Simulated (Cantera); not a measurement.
Cantera run, input and output.

```python
import numpy as np
import cantera as ct

gas = ct.Solution("gri30.yaml", transport_model="multicomponent")
show = ['NH3', 'H2', 'CO2']

rows = []
print(f"{'T/K':>7s}{'rho':>11s}{'cp':>10s}{'mu':>11s}{'lambda':>11s}{'Pr':>7s}" + "".join(f"{'D_' + s:>11s}" for s in show))
for T in [400, 550, 700, 850, 1000, 1150, 1300, 1450]:
    gas.TPX = T, 220, {'NO': 0.72}
    Pr = gas.cp_mass * gas.viscosity / gas.thermal_conductivity
    D = [gas.mix_diff_coeffs_mole[gas.species_index(s)] for s in show]
    rows.append([gas.density, gas.cp_mass, gas.viscosity, gas.thermal_conductivity, Pr, *D])
    print(f"{T:7g}{gas.density:11.4e}{gas.cp_mass:10.1f}{gas.viscosity:11.4e}"
          f"{gas.thermal_conductivity:11.4e}{Pr:7.3f}" + "".join(f"{d:11.4e}" for d in D))
print("SI units: kg/m3, J/kg/K, Pa s, W/m/K, m2/s")
```

It prints:

```
    T/K        rho        cp         mu     lambda     Pr      D_NH3       D_H2      D_CO2
    400 1.9849e-03     998.6 2.3120e-05 3.2481e-02  0.711 1.7382e-02 5.8303e-02 1.2019e-02
    550 1.4436e-03    1028.1 2.8863e-05 4.1877e-02  0.709 3.1214e-02 9.9476e-02 2.1097e-02
    700 1.1342e-03    1067.4 3.3953e-05 5.1198e-02  0.708 4.8013e-02 1.4870e-01 3.2009e-02
    850 9.3407e-04    1103.5 3.8609e-05 6.0213e-02  0.708 6.7470e-02 2.0533e-01 4.4584e-02
   1000 7.9396e-04    1132.7 4.2948e-05 6.8778e-02  0.707 8.9367e-02 2.6887e-01 5.8701e-02
   1150 6.9040e-04    1153.1 4.7043e-05 7.6724e-02  0.707 1.1354e-01 3.3895e-01 7.4268e-02
   1300 6.1074e-04    1170.7 5.0942e-05 8.4378e-02  0.707 1.3986e-01 4.1526e-01 9.1211e-02
   1450 5.4756e-04    1185.8 5.4678e-05 9.1760e-02  0.707 1.6824e-01 4.9756e-01 1.0947e-01
SI units: kg/m3, J/kg/K, Pa s, W/m/K, m2/s
```

Computed with Cantera and GRI-Mech 3.0 (53 species, 325 reactions). The composition is frozen, though it would react at the higher temperatures.
